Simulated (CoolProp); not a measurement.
Model: reference Helmholtz-energy equation of state, Lemmon 2013, in CoolProp.

Task: For propylene, give the phase and the density (kg/m³), cp (kJ/(kg K)), isothermal compressibility (1/MPa), expansivity (1/kK) at 128.05 °C and 4.76 MPa.

Result: 
- 128.05 °C and 4.76 MPa: supercritical; density 87.9, cp 2.80, isothermal compressibility 0.332, expansivity 8.29
